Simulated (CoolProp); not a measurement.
Saturation properties of C3F8 (R218) (Tc = 71.9 °C, pc = 2.640 MPa, ω = 0.317).

The numbers come from the reference Helmholtz-energy equation of state, Lemmon 2006 in CoolProp. It is a short technical equation, of lower accuracy than the large ones.

```json
[
 {"T (°C)": "-67.75", "p (MPa)": "0.01935", "liquid density (kg/m³)": "1727", "surface tension (mN/m)": "14.3", "liquid viscosity (µPa s)": "764"},
 {"T (°C)": "-61.25", "p (MPa)": "0.02874", "liquid density (kg/m³)": "1704", "surface tension (mN/m)": "13.5", "liquid viscosity (µPa s)": "673"},
 {"T (°C)": "-54.75", "p (MPa)": "0.04151", "liquid density (kg/m³)": "1680", "surface tension (mN/m)": "12.7", "liquid viscosity (µPa s)": "596"},
 {"T (°C)": "-48.25", "p (MPa)": "0.05847", "liquid density (kg/m³)": "1656", "surface tension (mN/m)": "11.9", "liquid viscosity (µPa s)": "530"},
 {"T (°C)": "-41.75", "p (MPa)": "0.08050", "liquid density (kg/m³)": "1631", "surface tension (mN/m)": "11.1", "liquid viscosity (µPa s)": "474"},
 {"T (°C)": "-35.25", "p (MPa)": "0.1086", "liquid density (kg/m³)": "1606", "surface tension (mN/m)": "10.3", "liquid viscosity (µPa s)": "425"},
 {"T (°C)": "-28.65", "p (MPa)": "0.1444", "liquid density (kg/m³)": "1579", "surface tension (mN/m)": "9.55", "liquid viscosity (µPa s)": "382"},
 {"T (°C)": "-22.15", "p (MPa)": "0.1879", "liquid density (kg/m³)": "1553", "surface tension (mN/m)": "8.80", "liquid viscosity (µPa s)": "344"},
 {"T (°C)": "-15.65", "p (MPa)": "0.2408", "liquid density (kg/m³)": "1525", "surface tension (mN/m)": "8.06", "liquid viscosity (µPa s)": "311"},
 {"T (°C)": "-9.15", "p (MPa)": "0.3044", "liquid density (kg/m³)": "1497", "surface tension (mN/m)": "7.34", "liquid viscosity (µPa s)": "281"},
 {"T (°C)": "-2.65", "p (MPa)": "0.3800", "liquid density (kg/m³)": "1467", "surface tension (mN/m)": "6.62", "liquid viscosity (µPa s)": "255"},
 {"T (°C)": "3.85", "p (MPa)": "0.4688", "liquid density (kg/m³)": "1436", "surface tension (mN/m)": "5.92", "liquid viscosity (µPa s)": "231"},
 {"T (°C)": "10.35", "p (MPa)": "0.5723", "liquid density (kg/m³)": "1404", "surface tension (mN/m)": "5.24", "liquid viscosity (µPa s)": "209"},
 {"T (°C)": "16.85", "p (MPa)": "0.6921", "liquid density (kg/m³)": "1370", "surface tension (mN/m)": "4.57", "liquid viscosity (µPa s)": "190"},
 {"T (°C)": "23.35", "p (MPa)": "0.8295", "liquid density (kg/m³)": "1333", "surface tension (mN/m)": "3.92", "liquid viscosity (µPa s)": "171"}
]
```

It boils at -36.8 °C under 1 atm.

Viscosity comes from a separate model (Huber 2003), an estimate that may be off by 10 % or more. Surface tension comes from a separate correlation (Mulero 2012).
